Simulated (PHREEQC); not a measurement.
A solution holds 140 mmol/kgw HF and 160 mmol/kgw KF, at 25 °C. Closed to the air; pH follows from the charge balance.

The numbers come from PHREEQC with the ion-association model, phreeqc.dat.

```
quantity                  before   after
------------------------  ------  ------
pH                          3.11    3.95
ionic strength (mol/kgw)   0.161   0.160
F- (mol/kgw)               0.118   0.150
HF (mol/kgw)              0.0959  0.0177
HF2- (mol/kgw)            0.0431  0.0101
```

Question: What was changed between the two runs?
A. HF from 0.14 to 0.28 mol/kgw
B. temperature from 25 to 75 °C
C. 0.0053 mol/kgw Zn(NO3)2 added
D. HF from 0.14 to 0.028 mol/kgw
E. HF left out

Answer: D, HF from 0.14 to 0.028 mol/kgw

This is a speciation only: nothing precipitates in the calculation.
